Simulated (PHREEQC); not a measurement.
A solution holds 0.084 mol ZnI2 per kg of water, at 25 °C. Closed to the air; pH follows from the charge balance.

Computed with PHREEQC (ion-association model, wateq4f.dat).

No solid was allowed to form.

### Question
Estimate the pH.

### Answer
pH 5.26.

Complexes and solids missing from the database can't appear.
